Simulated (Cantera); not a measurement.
What does this Cantera script print?

```python
import numpy as np
import cantera as ct

gas = ct.Solution("gri30.yaml")
gas.TPX = 1725, 6400, {'C2H6': 1, 'H2': 3.9}
reactor = ct.IdealGasConstPressureReactor(gas, energy="off", clone=False)
net = ct.ReactorNet([reactor])
net.rtol, net.atol = 1e-08, 1e-18
show = ['C2H6', 'H2', 'C2H4', 'C2H', 'C2H2', 'CH4']
times = np.geomspace(1e-06, 100, 14)

steps = ct.SolutionArray(gas, extra=["t"])
rows = []
print(f"{'t/s':>10s}{'T/K':>9s}{'P/Pa':>11s}" + "".join(f"{s:>11s}" for s in show))
for t in times:
    while net.time < t:
        t_next = net.step()
        steps.append(gas.state, t=t_next)
    rows.append([np.interp(t, steps.t, y) for y in (steps.T, steps.P, *steps(*show).X.T)])
    print(f"{t:10.3e}{rows[-1][0]:9.1f}{rows[-1][1]:11.4g}" + "".join(f"{x:11.3e}" for x in rows[-1][2:]))
rate = np.gradient(steps.T, steps.t)
print("integrator steps:", len(steps.t))
if steps.T.max() > steps.T[0] + 200:
    print(f"time of steepest temperature rise: {steps.t[rate.argmax()]:.4e} s")
gas.TPX = 1725, 6400, {'C2H6': 1, 'H2': 3.9}
gas.equilibrate("TP")
print(f"equilibrium (TP): T = {gas.T:.1f} K  " + "  ".join(f"{s} {gas[s].X[0]:.3e}" for s in show))
```

It prints:

```
       t/s      T/K       P/Pa       C2H6         H2       C2H4        C2H       C2H2        CH4
 1.000e-06   1725.0       6400  2.030e-01  7.952e-01  2.499e-06  1.200e-17  5.288e-11  8.226e-05
 4.125e-06   1725.0       6400  1.986e-01  7.928e-01  2.461e-04  1.091e-13  4.436e-08  1.254e-03
 1.701e-05   1725.0       6400  1.662e-01  7.817e-01  9.846e-03  7.109e-10  5.879e-05  1.610e-02
 7.017e-05   1725.0       6400  3.886e-02  7.298e-01  5.413e-02  2.575e-07  7.582e-03  1.286e-01
 2.894e-04   1725.0       6400  9.735e-04  7.302e-01  3.783e-02  7.125e-07  4.574e-02  1.743e-01
 1.194e-03   1725.0       6400  1.699e-04  7.430e-01  1.641e-02  3.734e-07  7.032e-02  1.666e-01
 4.924e-03   1725.0       6400  7.576e-05  7.526e-01  3.608e-03  3.058e-07  8.563e-02  1.559e-01
 2.031e-02   1725.0       6400  5.544e-05  7.705e-01  1.421e-03  3.648e-07  9.728e-02  1.287e-01
 8.377e-02   1725.0       6400  1.982e-05  8.072e-01  6.647e-04  4.817e-07  1.182e-01  7.242e-02
 3.455e-01   1725.0       6400  2.390e-06  8.395e-01  3.411e-04  6.337e-07  1.363e-01  2.287e-02
 1.425e+00   1725.0       6400  1.642e-07  8.508e-01  3.128e-04  7.092e-07  1.426e-01  5.499e-03
 5.878e+00   1725.0       6400  3.671e-08  8.530e-01  3.136e-04  7.223e-07  1.438e-01  2.134e-03
 2.424e+01   1725.0       6400  3.343e-08  8.531e-01  3.136e-04  7.228e-07  1.439e-01  1.975e-03
 1.000e+02   1725.0       6400  3.343e-08  8.531e-01  3.136e-04  7.228e-07  1.439e-01  1.975e-03
integrator steps: 1452
equilibrium (TP): T = 1725.0 K  C2H6 3.343e-08  H2 8.531e-01  C2H4 3.136e-04  C2H 7.228e-07  C2H2 1.439e-01  CH4 1.975e-03
```

Cantera simulation using GRI-Mech 3.0 (53 species, 325 reactions); the numbers are that mechanism's predictions, not measurements. GRI-Mech 3.0 stops at C3 and has no aromatics, soot or wall deposition, so with more carbon than oxygen in the feed, carbon stays in small species such as C2H2 where larger ones or solid carbon would form.
